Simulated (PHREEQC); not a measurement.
A column of 0.1 m (30 cells, dispersivity 0.008 m, 720 s a shift, diffusion coefficient 3e-10 m²/s) holds 0.025 eq of the database's cation exchanger X per kg of pore water, first in equilibrium with 0.0009 mol LiCl and 1e-05 mol HCl per kg of water. It is flushed with 0.0021 mol/kgw NH4Cl, 0.018 mol/kgw NaCl and 1e-05 mol/kgw HCl, at 15 °C. Values are for the last cell. The system is closed to CO2. Nothing may precipitate in this run.

Base run: PHREEQC, ion-association model, phreeqc.dat. Each further column changes one thing. The table gives Li in solution (mol/kgw).

```tsv
pore volumes	base	exchange capacity from 0.025 to 0.013 eq/kgw	dispersivity from 0.008 to 0.016 m
0	0.000900	0.000900	0.000900
0.35	0.000975	0.000975	0.00151
0.85	0.00877	0.00864	0.00993
1.35	0.0155	0.0103	0.0133
1.683	0.0141	0.00661	0.0116
2.017	0.0106	0.00363	0.00906
2.517	0.00584	0.00129	0.00573
3.017	0.00286	0.000425	0.00343
3.35	0.00171	0.000198	0.00240
3.683	0.000995	9.16e-5	0.00166
4.183	0.000428	2.86e-5	0.000950
4.683	0.000179	8.91e-6	0.000538
5.017	9.88e-5	4.09e-6	0.000367
```
